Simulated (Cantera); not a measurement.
An adiabatic, constant-pressure homogeneous reactor starts with CO : H2 : O2 : N2 = 1 : 0.69 : 1.3 : 4.89 (molar parts), equivalence ratio 0.65, at 1650 K and 5.00 bar.

Model: GRI-Mech 3.0 (53 species, 325 reactions), integrated in Cantera. The hydrogen kinetics of GRI-Mech 3.0 are dated; newer H2 mechanisms differ, most at raised pressure.

One state of this run: T (K) = 2816; x CO = 0.0305; x H2 = 0.00336; x O2 = 0.0664; x CO2 = 0.108; x NO2 = 1.13e-5; x NO = 0.0135; x N2O = 2.08e-6. x: mole fraction; the columns are a selection and need not sum to one.

Task: Which value of t (s) does it belong to?
A. 0.000554
B. 1.30e-5
C. 8.50e-5
D. 2.00e-6

Result: A, 0.000554
